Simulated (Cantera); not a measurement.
Input (Python, Cantera):

```python
import numpy as np
import cantera as ct

gas = ct.Solution("gri30.yaml")
gas.TPX = 1450, 1400000, {'C3H8': 1, 'O2': 9.26, 'N2': 34.8}
reactor = ct.IdealGasReactor(gas, energy="on", clone=False)
net = ct.ReactorNet([reactor])
net.rtol, net.atol = 1e-08, 1e-16
show = ['C3H8', 'O2', 'CH4', 'C2H4', 'C2H', 'H2O']
times = np.geomspace(5e-06, 4, 10)

steps = ct.SolutionArray(gas, extra=["t"])
rows = []
print(f"{'t/s':>10s}{'T/K':>9s}{'P/Pa':>11s}" + "".join(f"{s:>11s}" for s in show))
for t in times:
    while net.time < t:
        t_next = net.step()
        steps.append(gas.state, t=t_next)
    rows.append([np.interp(t, steps.t, y) for y in (steps.T, steps.P, *steps(*show).X.T)])
    print(f"{t:10.3e}{rows[-1][0]:9.1f}{rows[-1][1]:11.4g}" + "".join(f"{x:11.3e}" for x in rows[-1][2:]))
rate = np.gradient(steps.T, steps.t)
print("integrator steps:", len(steps.t))
if steps.T.max() > steps.T[0] + 200:
    print(f"time of steepest temperature rise: {steps.t[rate.argmax()]:.4e} s")
gas.TPX = 1450, 1400000, {'C3H8': 1, 'O2': 9.26, 'N2': 34.8}
gas.equilibrate("UV")
print(f"equilibrium (UV): T = {gas.T:.1f} K  " + "  ".join(f"{s} {gas[s].X[0]:.3e}" for s in show))
```

It prints:

```
       t/s      T/K       P/Pa       C3H8         O2        CH4       C2H4        C2H        H2O
 5.000e-06   1449.1  1.401e+06  2.125e-02  2.049e-01  7.194e-05  9.101e-04  2.765e-13  4.065e-04
 2.264e-05   1498.9  1.466e+06  1.131e-02  1.947e-01  1.205e-03  1.004e-02  7.376e-10  8.431e-03
 1.025e-04   2763.4  2.747e+06  5.778e-46  8.874e-02  4.305e-17  1.029e-25  7.267e-22  8.021e-02
 4.642e-04   2740.3  2.722e+06  3.684e-46  8.333e-02  3.622e-17  7.467e-26  4.738e-22  8.066e-02
 2.102e-03   2731.5  2.713e+06  3.089e-46  8.128e-02  3.384e-17  6.585e-26  4.010e-22  8.082e-02
 9.516e-03   2731.4  2.713e+06  3.087e-46  8.127e-02  3.383e-17  6.581e-26  4.008e-22  8.082e-02
 4.309e-02   2731.4  2.713e+06  3.087e-46  8.127e-02  3.383e-17  6.581e-26  4.008e-22  8.082e-02
 1.951e-01   2731.4  2.713e+06  3.087e-46  8.127e-02  3.383e-17  6.581e-26  4.008e-22  8.082e-02
 8.834e-01   2731.4  2.713e+06  3.087e-46  8.127e-02  3.383e-17  6.581e-26  4.008e-22  8.082e-02
 4.000e+00   2731.4  2.713e+06  3.087e-46  8.127e-02  3.383e-17  6.581e-26  4.008e-22  8.082e-02
integrator steps: 1766
time of steepest temperature rise: 2.7217e-05 s
equilibrium (UV): T = 2731.4 K  C3H8 5.557e-46  O2 8.127e-02  CH4 4.791e-17  C2H4 8.116e-26  C2H 4.412e-22  H2O 8.082e-02
```

Computed with Cantera and GRI-Mech 3.0 (53 species, 325 reactions). GRI-Mech 3.0 was tuned for natural gas; its chemistry of propane as a main component is partial and can be far from experiment. The pressure lies above the range GRI-Mech 3.0 was tuned for (to about 10 atm).
